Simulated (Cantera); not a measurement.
Input (Python, Cantera):

```python
import numpy as np
import cantera as ct

gas = ct.Solution("SiF4_NH3_mec.yaml", "gas")
gas.TPX = 2125, 22000, {'NH3': 1, 'H2': 0.2}
inlet = ct.Reservoir(gas, clone=True)

reactor = ct.IdealGasConstPressureReactor(gas, energy="off", clone=False)
exhaust = ct.Reservoir(gas, clone=True)
tau = [0.63, 0.37, 0.22, 0.13, 0.078, 0.046, 0.027, 0.016, 0.0097, 0.0057, 0.0034][0]
for a, b in ((inlet, reactor), (reactor, exhaust)):
    ct.MassFlowController(a, b, mdot=lambda t: reactor.mass / tau)
net = ct.ReactorNet([reactor])
show = ['NH3', 'H2', 'N', 'N2', 'H', 'NH2']

rows = []
print(f"{'tau/s':>10s}{'T/K':>9s}" + "".join(f"{s:>11s}" for s in show))
for tau in [0.63, 0.37, 0.22, 0.13, 0.078, 0.046, 0.027, 0.016, 0.0097, 0.0057, 0.0034]:
    net.initial_time = 0.0
    net.advance(30 * tau)
    before = gas.X
    net.advance(40 * tau)
    drift = np.max(np.abs(gas.X - before) / (gas.X + 1e-9))
    rows.append([gas.T, *gas[show].X, drift])
    print(f"{tau:10.3e}{gas.T:9.1f}" + "".join(f"{x:11.3e}" for x in gas[show].X))
```

Output:

```
     tau/s      T/K        NH3         H2          N         N2          H        NH2
 6.300e-01   2125.0  3.829e-02  7.433e-01  2.390e-06  2.165e-01  1.636e-03  2.551e-04
 3.700e-01   2125.0  6.487e-02  7.241e-01  2.314e-06  2.093e-01  1.330e-03  3.605e-04
 2.200e-01   2125.0  1.046e-01  6.954e-01  2.253e-06  1.984e-01  1.088e-03  4.947e-04
 1.300e-01   2125.0  1.630e-01  6.530e-01  2.186e-06  1.825e-01  8.811e-04  6.649e-04
 7.800e-02   2125.0  2.398e-01  5.971e-01  2.105e-06  1.614e-01  7.093e-04  8.609e-04
 4.600e-02   2125.0  3.382e-01  5.256e-01  2.000e-06  1.345e-01  5.581e-04  1.084e-03
 2.700e-02   2125.0  4.478e-01  4.459e-01  1.872e-06  1.045e-01  4.330e-04  1.311e-03
 1.600e-02   2125.0  5.518e-01  3.702e-01  1.730e-06  7.612e-02  3.374e-04  1.513e-03
 9.700e-03   2125.0  6.366e-01  3.084e-01  1.589e-06  5.291e-02  2.699e-04  1.673e-03
 5.700e-03   2125.0  7.056e-01  2.582e-01  1.447e-06  3.405e-02  2.197e-04  1.799e-03
 3.400e-03   2125.0  7.525e-01  2.241e-01  1.324e-06  2.124e-02  1.871e-04  1.878e-03
```

Cantera simulation using the gas-phase N/H chemistry of the illustrative SiF4/NH3 mechanism in the Surface Chemkin manual (1991); the numbers are that mechanism's predictions, not measurements. Walls and surfaces, which speed up NH3 decomposition in real reactors, are not modelled.
